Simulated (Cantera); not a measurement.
# Silicon oxide and oxynitride deposition: HMDSO + CO2 + H2

Feed: 1 mol HMDSO, 0.14 mol CO2, 8.3 mol H2, equilibrated at 925 °C and 0.000180 bar.

Cantera equilibrium calculation (NASA polynomials, part measured and part estimated; ideal gas, pure solids and liquids). Candidate condensed phases: C, C6H6, C7H8, C8H18, H2O, Si, SiC, SiO2; 123 gas species. The feed counts by its element totals alone. Kinetics and transport are ignored.

The x(H2) is 0.931. The x(CO) is 0.0689 and the x(SiO) comes out as 2.75e-5. The x(H) is 1.37e-5. The x(CH4) is 2.50e-6 and the n(C(graphite)) is 2.86 mol. The n(SiC(s)) is 2.00 mol and the gas amount is 18.58 mol. The log10 activity of Si(s) (absent) is -2.78.
